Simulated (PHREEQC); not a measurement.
A column of 0.1 m (40 cells, dispersivity 0.005 m, 60 s a shift, diffusion coefficient 3e-10 m²/s) holds 0.3 eq of the database's cation exchanger X per kg of pore water, first in equilibrium with 0.071 mol CaCl2, 0.018 mol MgCl2 and 1e-05 mol HCl per kg of water. It is flushed with 0.023 mol/kgw CdCl2, 0.07 mol/kgw NaCl and 1e-05 mol/kgw HCl, at 40 °C. Values are for the last cell. No CO2 enters from the air. Precipitation was switched off in this run.

Model: ion-association model, phreeqc.dat, run in PHREEQC.

```json
[
 {"pore volumes": "0", "Na in solution (mol/kgw)": "0", "Cd in solution (mol/kgw)": "0", "Mg in solution (mol/kgw)": "0.0180", "Ca in solution (mol/kgw)": "0.0710", "Cl in solution (mol/kgw)": "0.178", "NaX on the exchanger (mol/kgw)": "0", "CdX2 on the exchanger (mol/kgw)": "0"},
 {"pore volumes": "0.5125", "Na in solution (mol/kgw)": "5.58e-5", "Cd in solution (mol/kgw)": "6.12e-5", "Mg in solution (mol/kgw)": "0.0179", "Ca in solution (mol/kgw)": "0.0704", "Cl in solution (mol/kgw)": "0.177", "NaX on the exchanger (mol/kgw)": "2.17e-5", "CdX2 on the exchanger (mol/kgw)": "1.26e-5"},
 {"pore volumes": "1.262", "Na in solution (mol/kgw)": "0.0188", "Cd in solution (mol/kgw)": "0.00456", "Mg in solution (mol/kgw)": "0.00980", "Ca in solution (mol/kgw)": "0.0399", "Cl in solution (mol/kgw)": "0.127", "NaX on the exchanger (mol/kgw)": "0.00950", "CdX2 on the exchanger (mol/kgw)": "0.00212"},
 {"pore volumes": "1.762", "Na in solution (mol/kgw)": "0.0374", "Cd in solution (mol/kgw)": "0.00737", "Mg in solution (mol/kgw)": "0.00618", "Ca in solution (mol/kgw)": "0.0265", "Cl in solution (mol/kgw)": "0.117", "NaX on the exchanger (mol/kgw)": "0.0225", "CdX2 on the exchanger (mol/kgw)": "0.00514"},
 {"pore volumes": "2.513", "Na in solution (mol/kgw)": "0.0532", "Cd in solution (mol/kgw)": "0.0105", "Mg in solution (mol/kgw)": "0.00373", "Ca in solution (mol/kgw)": "0.0172", "Cl in solution (mol/kgw)": "0.116", "NaX on the exchanger (mol/kgw)": "0.0380", "CdX2 on the exchanger (mol/kgw)": "0.0103"},
 {"pore volumes": "3.013", "Na in solution (mol/kgw)": "0.0582", "Cd in solution (mol/kgw)": "0.0120", "Mg in solution (mol/kgw)": "0.00289", "Ca in solution (mol/kgw)": "0.0140", "Cl in solution (mol/kgw)": "0.116", "NaX on the exchanger (mol/kgw)": "0.0449", "CdX2 on the exchanger (mol/kgw)": "0.0138"},
 {"pore volumes": "3.763", "Na in solution (mol/kgw)": "0.0622", "Cd in solution (mol/kgw)": "0.0138", "Mg in solution (mol/kgw)": "0.00211", "Ca in solution (mol/kgw)": "0.0110", "Cl in solution (mol/kgw)": "0.116", "NaX on the exchanger (mol/kgw)": "0.0522", "CdX2 on the exchanger (mol/kgw)": "0.0190"},
 {"pore volumes": "4.263", "Na in solution (mol/kgw)": "0.0637", "Cd in solution (mol/kgw)": "0.0148", "Mg in solution (mol/kgw)": "0.00176", "Ca in solution (mol/kgw)": "0.00961", "Cl in solution (mol/kgw)": "0.116", "NaX on the exchanger (mol/kgw)": "0.0559", "CdX2 on the exchanger (mol/kgw)": "0.0223"},
 {"pore volumes": "5.013", "Na in solution (mol/kgw)": "0.0651", "Cd in solution (mol/kgw)": "0.0159", "Mg in solution (mol/kgw)": "0.00139", "Ca in solution (mol/kgw)": "0.00810", "Cl in solution (mol/kgw)": "0.116", "NaX on the exchanger (mol/kgw)": "0.0603", "CdX2 on the exchanger (mol/kgw)": "0.0269"},
 {"pore volumes": "5.513", "Na in solution (mol/kgw)": "0.0658", "Cd in solution (mol/kgw)": "0.0166", "Mg in solution (mol/kgw)": "0.00120", "Ca in solution (mol/kgw)": "0.00732", "Cl in solution (mol/kgw)": "0.116", "NaX on the exchanger (mol/kgw)": "0.0628", "CdX2 on the exchanger (mol/kgw)": "0.0297"},
 {"pore volumes": "6.263", "Na in solution (mol/kgw)": "0.0665", "Cd in solution (mol/kgw)": "0.0174", "Mg in solution (mol/kgw)": "0.000975", "Ca in solution (mol/kgw)": "0.00639", "Cl in solution (mol/kgw)": "0.116", "NaX on the exchanger (mol/kgw)": "0.0659", "CdX2 on the exchanger (mol/kgw)": "0.0338"},
 {"pore volumes": "6.763", "Na in solution (mol/kgw)": "0.0669", "Cd in solution (mol/kgw)": "0.0178", "Mg in solution (mol/kgw)": "0.000856", "Ca in solution (mol/kgw)": "0.00588", "Cl in solution (mol/kgw)": "0.116", "NaX on the exchanger (mol/kgw)": "0.0678", "CdX2 on the exchanger (mol/kgw)": "0.0363"},
 {"pore volumes": "7.513", "Na in solution (mol/kgw)": "0.0673", "Cd in solution (mol/kgw)": "0.0184", "Mg in solution (mol/kgw)": "0.000710", "Ca in solution (mol/kgw)": "0.00523", "Cl in solution (mol/kgw)": "0.116", "NaX on the exchanger (mol/kgw)": "0.0703", "CdX2 on the exchanger (mol/kgw)": "0.0399"},
 {"pore volumes": "8.012", "Na in solution (mol/kgw)": "0.0675", "Cd in solution (mol/kgw)": "0.0187", "Mg in solution (mol/kgw)": "0.000629", "Ca in solution (mol/kgw)": "0.00486", "Cl in solution (mol/kgw)": "0.116", "NaX on the exchanger (mol/kgw)": "0.0719", "CdX2 on the exchanger (mol/kgw)": "0.0421"}
]
```

At this temperature some constants are extrapolated from 25 °C, and those without enthalpy data are left unchanged.
